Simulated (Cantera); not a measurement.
Cantera with NASA thermochemical tables; ideal gases at 1 bar, condensed phases pure. Values are per mole of reaction as written; species without (g) are pure solids or liquids, kept so even where they would boil at 1 bar.

Task: Between 973 and 1323 K, where is each reaction favourable under standard conditions?
- LiCl(g) + H(g) = Li(g) + HCl(g)

Result: 
- LiCl(g) + H(g) = Li(g) + HCl(g): ΔG° is 49 kJ at 973 K and 53 kJ at 1323 K; it stays positive (K < 1). ΔH° is 39 kJ and ΔS° -11 J/K at 1323 K.
